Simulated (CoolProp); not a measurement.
Vapour-liquid equilibrium of n-hexane (1) + p-xylene (2) at 5.88 bar; x and y are mole fractions of (1).

Model: multi-fluid Helmholtz-energy mixture model, Thol 2019 and Zhou 2012; pair parameters Bell 2016, in CoolProp.

| x | bubble temperature (°C) | y at the bubble point | dew temperature at overall composition x (°C) | liquid density (mol/L) |
|---|---|---|---|---|
| 0.05 | 210.6 | 0.162 | 216.5 | 6.301 |
| 0.2 | 190.0 | 0.494 | 208.5 | 6.395 |
| 0.35 | 174.9 | 0.683 | 199.7 | 6.427 |
| 0.5 | 163.5 | 0.799 | 189.6 | 6.418 |
| 0.65 | 154.4 | 0.878 | 177.8 | 6.381 |
| 0.8 | 146.7 | 0.937 | 163.4 | 6.324 |
| 0.95 | 139.8 | 0.985 | 144.9 | 6.254 |

No azeotrope shows between x = 0.05 and 0.95.

The pair parameters rest on a limited set of measurements; away from them the model extrapolates.
